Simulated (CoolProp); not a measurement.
Values from CoolProp's reference Helmholtz-energy equation of state, Lemmon 2006. It is a short technical equation, of lower accuracy than the large ones.

Task: For carbon monoxide, give the phase and the Joule-Thomson coefficient (K/MPa) at 186.5 K and 407 kPa; 294.3 K and 407 kPa.

Result: 
- 186.5 K and 407 kPa: gas; Joule-Thomson coefficient 5.95
- 294.3 K and 407 kPa: gas; Joule-Thomson coefficient 2.59
